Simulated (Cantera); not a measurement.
A perfectly stirred reactor is fed with 1.54 % C₃H₈, 8.22 % O₂, 90.2 % N₂, equivalence ratio 0.94, at 10.0 bar; it is adiabatic with a 775 K inlet, and is followed from long to short residence time, starting on the burning branch (τ in s: 0.24, 0.095, 0.038, 0.015, 0.0059, 0.0023, 0.00093, 0.00037, 0.00015, 5.8e-05, 2.3e-05, 9.1e-06, 3.6e-06).

Detailed kinetics in Cantera: GRI-Mech 3.0 (53 species, 325 reactions). GRI-Mech 3.0 was tuned for natural gas; its chemistry of propane as a main component is partial and can be far from experiment.

Q: Predict: blow-out, bracketed by the residence times tried; x(C₃H₈) at τ = 0.240 s; x(O₂) at τ = 0.240 s; x(HO₂) at τ = 0.240 s; x(H₂) at τ = 0.240 s; x(CH₂O) at τ = 0.240 s; x(C₃H₈) at τ = 0.930 ms; x(O₂) at τ = 0.930 ms; x(HO₂) at τ = 0.930 ms; x(H₂) at τ = 0.930 ms; x(CH₂O) at τ = 0.930 ms.

A: 
```
Item                                                                            Result
------------------------------------------------  ------------------------------------
blow-out, bracketed by the residence times tried  burning at 0.930 ms, out at 0.370 ms
x(C₃H₈) at τ = 0.240 s                                                         3.29e-7
x(O₂) at τ = 0.240 s                                                           0.00531
x(HO₂) at τ = 0.240 s                                                          5.20e-7
x(H₂) at τ = 0.240 s                                                           3.87e-5
x(CH₂O) at τ = 0.240 s                                                         2.54e-7
x(C₃H₈) at τ = 0.930 ms                                                        2.24e-5
x(O₂) at τ = 0.930 ms                                                          0.00884
x(HO₂) at τ = 0.930 ms                                                         1.61e-5
x(H₂) at τ = 0.930 ms                                                         0.000917
x(CH₂O) at τ = 0.930 ms                                                        1.65e-5
```
